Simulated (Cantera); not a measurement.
An isothermal, constant-pressure homogeneous reactor starts with 4.30 % CH4, 89.5 % H2, 6.18 % H, at 2925 K and 7.50 Torr.

Detailed kinetics in Cantera: GRI-Mech 3.0 (53 species, 325 reactions). GRI-Mech 3.0 stops at C3 and has no aromatics, soot or wall deposition, so with more carbon than oxygen in the feed, carbon stays in small species such as C2H2 where larger ones or solid carbon would form. Radical loss at walls, strong at low pressure, is not modelled.

x: mole fraction; the columns are a selection and need not sum to one.

```tsv
t (s)	x CH4	x H2	x H	x C2H2	x CH2	x C2H	x CH3
2.00e-6	0.0356	0.902	0.0549	3.02e-8	4.01e-5	1.47e-10	0.00727
6.02e-6	0.0283	0.909	0.0484	2.96e-6	0.000221	?	0.0141
1.81e-5	0.0232	0.912	0.0452	0.000116	0.000638	?	0.0179
5.45e-5	0.0201	0.912	0.0478	0.00140	0.000838	?	0.0171
0.000164	0.0140	0.910	0.0543	0.00618	0.000812	?	0.0135
0.000494	0.00545	0.908	0.0647	0.0141	0.000569	?	0.00633
0.00149	0.00101	0.898	0.0797	0.0187	0.000213	?	0.00147
0.00447	0.000145	0.878	0.102	0.0195	5.79e-5	?	0.000277
0.0135	2.45e-5	0.833	0.147	0.0191	2.28e-5	?	7.06e-5
0.0405	5.40e-6	0.732	0.249	0.0176	1.83e-5	?	2.97e-5
0.122	8.25e-7	0.551	0.432	0.0146	1.47e-5	?	1.04e-5
0.367	1.27e-7	0.364	0.621	0.0110	1.07e-5	?	3.49e-6
1.10	6.14e-8	0.300	0.685	0.00954	9.23e-6	0.00334	2.25e-6
3.32	6.00e-8	0.299	0.686	0.00949	9.18e-6	0.00335	2.22e-6
10.0	6.00e-8	0.299	0.686	0.00949	9.18e-6	0.00335	2.22e-6
```

**Question.** Complete the blanks.

**Answer.** 
- 6.02e-6, x C2H: 2.06e-8
- 1.81e-5, x C2H: 8.47e-7
- 5.45e-5, x C2H: 1.12e-5
- 0.000164, x C2H: 5.66e-5
- 0.000494, x C2H: 0.000154
- 0.00149, x C2H: 0.000256
- 0.00447, x C2H: 0.000349
- 0.0135, x C2H: 0.000518
- 0.0405, x C2H: 0.000918
- 0.122, x C2H: 0.00176
- 0.367, x C2H: 0.00289
